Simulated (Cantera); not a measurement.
A closed system holds: 1 mol Si, 7.3 mol CO2, 5.2 mol CO, held at 1 atm.

These are equilibrium values from Cantera (NASA tables, ideal gas, pure condensed phases), not measurements of a reactor. Candidate condensed phases: C, Si, SiC, SiO2; 20 gas species. The numbers say what is thermodynamically allowed, not how fast it happens. All values below are at 825 K.

Base state: CO2 0.863, CO 0.137 (mole fractions); condensed: C(graphite) + SiO2(α-quartz).

**Question.** What changes in the equilibrium state with this change: Si replaced by Al?

**Answer.** 
```json
[
 {"species": "CO2", "before": "0.863", "after": "0.863"},
 {"species": "CO", "before": "0.137", "after": "0.137"},
 {"species": "C(graphite), mol", "before": "2.94", "after": "2.67"},
 {"species": "SiO2(α-quartz), mol", "before": "1.00", "after": "0"},
 {"species": "Al2O3(s), mol", "before": "0", "after": "0.500"}
]
```
Further candidate phases: Al, Al2O3.
